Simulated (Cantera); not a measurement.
Thermodynamics of hydrogen reduction and annealing atmospheres, feed Nb₂O₅ + H₂ + H₂O

Feed: 1 mol Nb₂O₅, 10 mol H₂, 4 mol H₂O, held at 1.10 bar.

These are equilibrium values from Cantera (NASA tables, ideal gas, pure condensed phases), not measurements of a reactor. Candidate condensed phases: H₂O, Nb, NbO, NbO₂, Nb₂O₅; 12 gas species. Condensed phases not in the tables: the oxides between NbO₂ and Nb₂O₅. Rates play no part.

From 923 K to 1723 K the condensed part is Nb₂O₅(s). From 1923 K to 2123 K the condensed part is Nb₂O₅(l).

```json
[
 {"T (K)": "923", "x H₂": "0.714", "x H₂O": "0.286", "x H": "1.97e-10", "x OH": "<1e-12", "x NbO₂": "<1e-12", "x O": "<1e-12", "x O₂": "<1e-12", "x NbO": "<1e-12", "n Nb₂O₅(s)": "1.00", "n Nb₂O₅(l)": "0"},
 {"T (K)": "1123", "x H₂": "0.714", "x H₂O": "0.286", "x H": "3.43e-8", "x OH": "7.06e-11", "x NbO₂": "<1e-12", "x O": "<1e-12", "x O₂": "<1e-12", "x NbO": "<1e-12", "n Nb₂O₅(s)": "1.00", "n Nb₂O₅(l)": "0"},
 {"T (K)": "1323", "x H₂": "0.714", "x H₂O": "0.286", "x H": "1.28e-6", "x OH": "7.39e-9", "x NbO₂": "<1e-12", "x O": "<1e-12", "x O₂": "<1e-12", "x NbO": "<1e-12", "n Nb₂O₅(s)": "1.00", "n Nb₂O₅(l)": "0"},
 {"T (K)": "1523", "x H₂": "0.714", "x H₂O": "0.286", "x H": "1.86e-5", "x OH": "2.30e-7", "x NbO₂": "5.60e-11", "x O": "5.14e-12", "x O₂": "<1e-12", "x NbO": "<1e-12", "n Nb₂O₅(s)": "1.00", "n Nb₂O₅(l)": "0"},
 {"T (K)": "1723", "x H₂": "0.714", "x H₂O": "0.286", "x H": "0.000147", "x OH": "3.22e-6", "x NbO₂": "1.31e-8", "x O": "5.26e-10", "x O₂": "9.43e-11", "x NbO": "3.64e-12", "n Nb₂O₅(s)": "1.00", "n Nb₂O₅(l)": "0"},
 {"T (K)": "1923", "x H₂": "0.714", "x H₂O": "0.286", "x H": "0.000759", "x OH": "2.61e-5", "x NbO₂": "7.32e-7", "x O": "2.07e-8", "x O₂": "3.61e-9", "x NbO": "5.84e-10", "n Nb₂O₅(s)": "0", "n Nb₂O₅(l)": "1.000"},
 {"T (K)": "2123", "x H₂": "0.712", "x H₂O": "0.285", "x H": "0.00289", "x OH": "0.000143", "x NbO₂": "1.62e-5", "x O": "4.11e-7", "x O₂": "7.00e-8", "x NbO": "3.03e-8", "n Nb₂O₅(s)": "0", "n Nb₂O₅(l)": "1.000"}
]
```
x: gas mole fraction; n: condensed amount in mol.
